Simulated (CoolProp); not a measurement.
Octamethyltrisiloxane (MDM) along the isobar 1.68 MPa: density (kg/m³) from the reference equation and from simpler models built on Tc = 565.4 K, pc = 1.438 MPa, ω = 0.528; each cubic takes its own stable root.

The numbers come from the reference Helmholtz-energy equation of state, Thol 2017 in CoolProp.

```json
[
 {"T (K)": "206.4", "phase": "liquid", "reference": "906.7"},
 {"T (K)": "234.7", "phase": "liquid", "reference": "879.3"},
 {"T (K)": "263", "phase": "liquid", "reference": "852.0"},
 {"T (K)": "291.2", "phase": "liquid", "reference": "824.5"},
 {"T (K)": "319.5", "phase": "liquid", "reference": "796.4"},
 {"T (K)": "347.8", "phase": "liquid", "reference": "767.6"},
 {"T (K)": "376.1", "phase": "liquid", "reference": "737.9"},
 {"T (K)": "404.4", "phase": "liquid", "reference": "706.7"},
 {"T (K)": "432.7", "phase": "liquid", "reference": "673.6"},
 {"T (K)": "460.9", "phase": "liquid", "reference": "637.7"}
]
```

How far does each simpler model (van der Waals, Peng-Robinson) lie from the reference over these 10 states: mean and median of the absolute difference, and the worst?


- van der Waals: mean 41.3 %, median 41.3 %, worst -43.6 % at 206.4 K and 1.68 MPa
- Peng-Robinson: mean 2.5 %, median 2.8 %, worst -3.9 % at 206.4 K and 1.68 MPa
